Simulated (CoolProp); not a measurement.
R1234yf along the isotherm 410 K: fugacity coefficient from the reference equation and from simpler models built on Tc = 367.8 K, pc = 33.84 bar, ω = 0.276; each cubic takes its own stable root.

Values from CoolProp's reference Helmholtz-energy equation of state, Lemmon 2022.

```csv
p (bar),phase,reference
10.6,gas,0.9262
21.2,gas,0.8550
31.7,gas,0.7870
42.3,supercritical,0.7207
52.9,supercritical,0.6570
63.5,supercritical,0.5978
74,supercritical,0.5479
84.6,supercritical,0.5074
95.2,supercritical,0.4751
106,supercritical,0.4487
116,supercritical,0.4287
127,supercritical,0.4106
137,supercritical,0.3969
148,supercritical,0.3843
159,supercritical,0.3739
169,supercritical,0.3659
```

Task: How far does each simpler model (van der Waals, Peng-Robinson) lie from the reference over these 16 states: mean and median of the absolute difference, and the worst?

Result: 
- van der Waals: mean 3.2 %, median 1.9 %, worst +10.2 % at 410 K and 169 bar
- Peng-Robinson: mean 1.1 %, median 0.8 %, worst -2.5 % at 410 K and 52.9 bar
